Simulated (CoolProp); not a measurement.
Nitrogen along the isobar 1800 kPa: Z from the reference equation and from simpler models built on Tc = -147.0 °C, pc = 3396 kPa, ω = 0.037; each cubic takes its own stable root.

Values from CoolProp's reference Helmholtz-energy equation of state, Span 2000.

```
T (°C)   phase  reference
-------  -----  ---------
-155.05    gas     0.7275
-146.35    gas     0.7975
-137.65    gas     0.8424
-129.05    gas     0.8739
-120.35    gas     0.8976
-111.65    gas     0.9159
-103.05    gas     0.9302
-94.35     gas     0.9419
-85.65     gas     0.9514
```

Problem. How far does each simpler model (van der Waals, Redlich-Kwong) lie from the reference over these 9 states: mean and median of the absolute difference, and the worst?

Solution. 
- van der Waals: mean 1.4 %, median 0.9 %, worst +5.8 % at -155.05 °C and 1800 kPa
- Redlich-Kwong: mean 0.4 %, median 0.4 %, worst -0.5 % at -129.05 °C and 1800 kPa
